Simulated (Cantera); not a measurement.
Input: 1 mol Cu2O, 2.6 mol CH4, 0.11 mol CO, at 1798.15 K and 11000 Pa.

Cantera equilibrium calculation (NASA polynomials, part measured and part estimated; ideal gas, pure solids and liquids). Candidate condensed phases: C, C6H6, C7H8, C8H18, Cu, CuO, Cu(OH)2, Cu2O, H2O; 113 gas species. Kinetics and transport are ignored.

Base state: H2 0.819, CO 0.175, Cu 0.00482, H 0.000962, C2H2 (acetylene) 0.000141, CH4 5.71e-5 (mole fractions); condensed: C(graphite) + Cu(l).

Question: What changes in the equilibrium state with this change: CH4 from 2.6 to 0.74 mol?

Answer: 
| species | before | after |
|---|---|---|
| H2 | 0.819 | 0.537 |
| CO | 0.175 | 0.347 |
| H2O | 4.54e-6 | 0.0949 |
| CO2 | 2.54e-7 | 0.0161 |
| Cu | 0.00482 | 0.00482 |
| C2H2 (acetylene) | 0.000141 | <1e-9 |
| CH4 | 5.71e-5 | 1.52e-9 |
| H | 0.000962 | 0.000779 |
| C(graphite), mol | 1.60 | 0 |
| Cu(l), mol | 1.97 | 1.99 |
